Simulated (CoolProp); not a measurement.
n-butane at 379.91 K and 0.772 MPa is throttled through a valve to 0.243 MPa with no heat exchange. Each further row changes one setting.

The numbers come from the reference Helmholtz-energy equation of state, Bücker 2006 in CoolProp.

```json
[
 {"case": "as stated", "temperature change (K)": "-6.8", "final density (kg/m³)": "___"},
 {"case": "outlet pressure 0.0729 MPa", "temperature change (K)": "___", "final density (kg/m³)": "___"},
 {"case": "outlet pressure 0.316 MPa", "temperature change (K)": "-5.9", "final density (kg/m³)": "6.18"}
]
```

Task: What belongs in the gaps?

Result: 
- as stated, final density (kg/m³): 4.71
- outlet pressure 0.0729 MPa, temperature change (K): -9.0
- outlet pressure 0.0729 MPa, final density (kg/m³): 1.39
